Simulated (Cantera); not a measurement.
A closed system holds: 1 mol HI, 0.061 mol H₂O, 0.38 mol O₂, at 1100 °C and 6500000 Pa.

Equilibrium computed with Cantera from the NASA thermochemical tables; the gas is ideal and each condensed phase is pure. Candidate condensed phases: H₂O, I₂; 12 gas species. The ideal-gas law is rough above about 30 bar. Equilibrium is a limit: real reactors are often held back by kinetics, nucleation or transport.

### Question
What is the equilibrium state?

### Answer
```json
{
 "x(H₂O)": "0.458",
 "x(I₂)": "0.382",
 "x(O₂)": "0.106",
 "x(I)": "0.0530",
 "x(HI)": "0.000603",
 "x(OH)": "1.49e-5",
 "gas_amount": "1.224 mol",
 "log10 activity of I₂(l) (absent)": "-0.85"
}
```
